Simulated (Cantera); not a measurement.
An isothermal plug-flow reactor at 1275 K and 1.00 bar (inlet), inlet velocity 1.2 m/s, active area per volume 2400 1/m; feed 0.443 % CH4, 9.09 % O2, 89.7 % N2, 0.727 % H2O.

Detailed kinetics in Cantera: Deutschmann's 1995 Pt surface mechanism with GRI-Mech 3.0 gas chemistry. Catalytic surfaces can have several steady states; this one follows from the mechanism file's or the stated starting coverage. Mass transfer to the wall is taken as infinitely fast.

One state of this run: x CH4 = 0.00154; x O2 = 0.0852; x H2O = 0.0129; x CO2 = 0.00281; x CO = 2.97e-6; θ free Pt = 0.512; θ O* = 0.487; θ OH* = 0.00119. x: gas mole fraction; θ: surface coverage.

Q: Which value of z (m) does it belong to?
(A) 0.00074
(B) 0.0074
(C) 0.0016
(D) 0.00034

A: A, 0.00074
